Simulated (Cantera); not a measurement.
**Thermodynamics of tantalum, niobium, vanadium and zirconium in process gases, feed V + N2O + N2**

Feed: 1 mol V, 3.4 mol N2O, a varied amount of N2, equilibrated at 290 Pa.

Equilibrium computed with Cantera from the NASA thermochemical tables; the gas is ideal and each condensed phase is pure. Candidate condensed phases: V, VN, VO, V2O3, V2O4, V2O5; 13 gas species. Condensed phases not in the tables: the oxides between V2O3 and V2O5 other than VO2. Gases not in the tables: V4O10. Kinetics and transport are ignored.

Map the stable condensed phases over T = 848, 998, 1148, 1298, 1448, 1598, 1748, 1898, 2048 K and n(N2) in mol = 1.1, 2.2, 4.5, 9.1, 19, 38, 78.


```
T in K \ n(N2) in mol
         1.1 2.2 4.5 9.1  19  38  78
   2048    A   A   A   A   A   A   A
   1898    B   B   B   B   A   A   A
   1748    B   B   B   B   B   B   B
   1598    B   B   B   B   B   B   B
   1448    B   B   B   B   B   B   B
   1298    B   B   B   B   B   B   B
   1148    B   B   B   B   B   B   B
    998    C   C   D   B   B   B   B
    848    C   C   C   C   C   C   C
```
A: gas only; B: V2O4; C: V2O5; D: V2O4 + V2O5.
